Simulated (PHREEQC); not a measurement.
0.36 g of hydrous ferric oxide (600 m²/g; 0.2 weak and 0.005 strong sites per Fe, Dzombak-Morel constants, diffuse double layer) in 1 kg of water with 0.001 mol/kgw of an inert sodium salt and 0.0046 mmol/kgw Na2SO4, at 25 °C; the pH is set by adding NaOH or the inert anion's acid. Oxygen is held at 0.21 atm. CO2 from the air is kept out. Nothing may precipitate in this run.

The series has 13 steps of pH, from 3 to 9.

Equilibrium calculation in PHREEQC: ion-association model, wateq4f.dat.

Near which pH is half of the S sorbed, and on which side is more sorbed?

Near pH 6.8, with more sorbed at lower pH.

The oxide is taken as insoluble; below pH 4 it would dissolve.
